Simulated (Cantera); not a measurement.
A freely propagating, adiabatic, planar premixed flame of CH₄ : C₂H₆ : O₂ : N₂ = 1 : 0.24 : 3.42 : 12.9 (molar parts), equivalence ratio 0.83, unburnt at 473 K and 1.18 atm; mixture-averaged transport, grid criteria slope 0.08 and curve 0.16, no radiation.

Computed with Cantera and GRI-Mech 3.0 (53 species, 325 reactions). Burning velocities carry a grid error of a few per cent, more on coarse grids.

**Question.** How do the results move with these cheaper or finer settings: unity-Lewis-number transport; multicomponent transport; multicomponent+Soret transport; grid criteria slope 0.5, curve 1; grid criteria slope 0.25, curve 0.5; grid criteria slope 0.03, curve 0.06?

**Answer.** 
| setting | laminar burning velocity | thermal thickness | grid points | grid points |
|---|---|---|---|---|
| as above | 66.9 cm/s | 0.342 mm | 142 | 142 |
| unity-Lewis-number transport | 55.5 cm/s | 0.359 mm | 141 | 141 |
| multicomponent transport | 67.3 cm/s | 0.346 mm | 142 | 142 |
| multicomponent+Soret transport | 66.3 cm/s | 0.348 mm | 142 | 142 |
| grid criteria slope 0.5, curve 1 | 72.9 cm/s | 0.368 mm | 37 | 37 |
| grid criteria slope 0.25, curve 0.5 | 69.2 cm/s | 0.351 mm | 56 | 56 |
| grid criteria slope 0.03, curve 0.06 | 65.8 cm/s | 0.340 mm | 338 | 338 |
The base run took around 13 core-seconds (rough).
Unity Lewis numbers drop preferential diffusion, which matters most where H2 and H carry the flame; Soret adds thermal diffusion.
